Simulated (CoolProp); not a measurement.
Hexamethyldisiloxane (MM) along the isotherm 104.15 °C: fugacity coefficient from the reference equation and from simpler models built on Tc = 245.6 °C, pc = 19.31 bar, ω = 0.418; each cubic takes its own stable root.

The numbers come from the reference Helmholtz-energy equation of state, Thol 2016 in CoolProp.

```
p (bar)   phase  reference
-------  ------  ---------
0.0305      gas     0.9983
0.0579      gas     0.9967
0.11        gas     0.9938
0.208       gas     0.9882
0.394       gas     0.9777
0.748       gas     0.9577
1.42     liquid     0.7434
2.69     liquid     0.3963
5.09     liquid     0.2133
9.66     liquid     0.1164
```

**Question.** How far does each simpler model (van der Waals, Redlich-Kwong, Soave-Redlich-Kwong, Peng-Robinson) lie from the reference over these 10 states: mean and median of the absolute difference, and the worst?

**Answer.** 
- van der Waals: mean 70.8 %, median 1.4 %, worst +276.8 % at 104.15 °C and 9.66 bar
- Redlich-Kwong: mean 32.0 %, median 0.8 %, worst +98.0 % at 104.15 °C and 9.66 bar
- Soave-Redlich-Kwong: mean 0.6 %, median 0.4 %, worst +1.6 % at 104.15 °C and 9.66 bar
- Peng-Robinson: mean 0.2 %, median 0.2 %, worst +0.5 % at 104.15 °C and 1.42 bar

At some of these states van der Waals, Redlich-Kwong gives the other phase, because its saturation line lies elsewhere.
